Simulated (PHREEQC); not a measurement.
A made-up water analysis in mg/kgw, 25 °C, pH 2.3, pe 11.6:

```
constituent              mg/kgw
-----------------------  ------
Na                         20.6
K                           196
Ca                         38.7
Mg                         42.2
Cl                          146
S(6) as SO4                 838
Cu(2)                     0.373
O(0) (dissolved oxygen)  0.0951
Zn                        0.265
Al                         4.29
Si as SiO2                 3.27
```

Cl is adjusted to close the charge balance.
Valence states are taken as typed.

Equilibrium calculation in PHREEQC: ion-association model, phreeqc.dat.

Each row changes one thing in this solution. This is a speciation only: nothing precipitates in the calculation.

```tsv
case	ionic strength (mol/kgw)	SO4-2 (mol/kgw)	HSO4- (mol/kgw)	Mg+2 (mol/kgw)	Ca+2 (mol/kgw)	Al+3 (mol/kgw)	SI of Quartz (SiO2)	SI of Gypsum (CaSO4:2H2O)
as made	0.0234	0.00583	0.00185	0.00121	0.000720	2.97e-5	-0.28	-1.29
O(0) from 0.0951 to 0.0476 mg/kgw	0.0234	0.00583	0.00185	0.00121	0.000720	2.97e-5	-0.28	-1.29
Cu(2) from 0.373 to 0.746 mg/kgw	0.0234	0.00583	0.00185	0.00121	0.000720	2.97e-5	-0.28	-1.29
temperature from 25 to 45 °C at the same typed pH	0.0222	0.00501	0.00253	0.00108	0.000722	2.82e-5	-0.56	-1.34
```

Species that the database lacks are ignored. Away from 25 °C the constants follow the database's enthalpies or fits; those with neither stay at their 25 °C values.
